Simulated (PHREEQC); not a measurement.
A column of 0.5 m (30 cells, dispersivity 0.025 m, 300 s a shift, diffusion coefficient 3e-10 m²/s) holds 0.0097 eq of the database's cation exchanger X per kg of pore water, first in equilibrium with 0.0037 mol/kgw LiCl, 0.0055 mol/kgw Na2SO4, 0.031 mol/kgw ZnSO4 and 1e-05 mol/kgw HCl. It is flushed with 0.0063 mol/kgw CaCl2 and 1e-05 mol/kgw HCl, at 40 °C. Values are for the last cell. CO2 from the air is kept out. Nothing may precipitate in this run.

The series has 31 steps of pore volumes, from 0 to 4.017.

Computed with PHREEQC (ion-association model, phreeqc.dat).

Task: After how many pore volumes does Ca at the outlet first reach half of its feed value?

Result: By 1.9 pore volumes.

At this temperature some constants are extrapolated from 25 °C, and those without enthalpy data are left unchanged.
